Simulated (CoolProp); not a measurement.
Computed with CoolProp (reference Helmholtz-energy equation of state, Schroeder 2014).

For ethanol, give the phase and the density (kg/m³), cp (kJ/(kg K)), isothermal compressibility (1/MPa), expansivity (1/kK) at 533.4 K and 7310 kPa; 533.4 K and 10400 kPa.


- 533.4 K and 7310 kPa: supercritical; density 151, cp 9.23, isothermal compressibility 0.462, expansivity 28.4
- 533.4 K and 10400 kPa: supercritical; density 406, cp 7.33, isothermal compressibility 0.0777, expansivity 15.5
